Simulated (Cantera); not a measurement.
Standard-state values (1 bar) from the NASA 1993 polynomials, evaluated with Cantera. Values are per mole of reaction as written; species without (g) are pure solids or liquids, kept so even where they would boil at 1 bar.

4 S + Fe₂O₃ = O₃(g) + 2 FeS₂, with ΔH° = 624.0 kJ and ΔS° = 129.0 J/K at 300 K.

How far is the shortcut ΔG° ≈ ΔH°(300 K) − T·ΔS°(300 K) from the full temperature-dependent value at 773, 798, 823, 848, 873 K?


```csv
T (K),shortcut (kJ),full (kJ),difference (kJ),difference in log10 K,condensed phases
773,524.2,550.0,-25.8,1.74,"S(l), Fe₂O₃(s), FeS₂(s)"
798,521.0,549.1,-28.1,1.84,"S(l), Fe₂O₃(s), FeS₂(s)"
823,517.8,548.2,-30.4,1.93,"S(l), Fe₂O₃(s), FeS₂(s)"
848,514.6,547.4,-32.8,2.02,"S(l), Fe₂O₃(s), FeS₂(s)"
873,511.3,546.6,-35.3,2.11,"S(l), Fe₂O₃(s), FeS₂(s)"
```
The shortcut ignores heat capacities and the phase changes listed.
